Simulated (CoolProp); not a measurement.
Ethanol at several states: Z from the reference equation and from simpler models built on Tc = 241.6 °C, pc = 6268 kPa, ω = 0.644; each cubic takes its own stable root.

The numbers come from the reference Helmholtz-energy equation of state, Schroeder 2014 in CoolProp.

```csv
T (°C),p (kPa),phase,reference
163.15,1150,gas,0.8583
-65.85,3030,liquid,0.09367
237.15,2190,gas,0.8789
193.85,22.2,gas,0.9983
```

Problem. How far does each simpler model (Redlich-Kwong, Soave-Redlich-Kwong) lie from the reference over these 4 states: mean and median of the absolute difference, and the worst?

Solution. 
- Redlich-Kwong: mean 7.5 %, median 2.6 %, worst +24.6 % at -65.85 °C and 3030 kPa
- Soave-Redlich-Kwong: mean 5.7 %, median 1.5 %, worst +19.8 % at -65.85 °C and 3030 kPa
